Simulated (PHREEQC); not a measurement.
Make-up at 25 °C: 0.27 mol NH4Cl, 3.1e-05 mol KOH and 6.5e-05 mol KCl per kg of water. Closed to the air; pH follows from the charge balance.

All values are PHREEQC results (ion-association model, phreeqc.dat), not measurements.

| quantity | before | after |
|---|---|---|
| pH | 5.56 | 5.98 |
| NH3 (mol/kgw) | 3.45e-5 | 1.39e-6 |
| SI of Sylvite (KCl) | -5.81 | -9.54 |

Question: Which change was made?
A) diluted 100-fold with water
B) KCl replaced by LiCl at the same molality
C) NH4Cl from 0.27 to 0.054 mol/kgw
D) KCl left out
E) KCl from 6.5e-05 to 9.75e-05 mol/kgw

Answer: A, diluted 100-fold with water

Precipitation was switched off in this run.
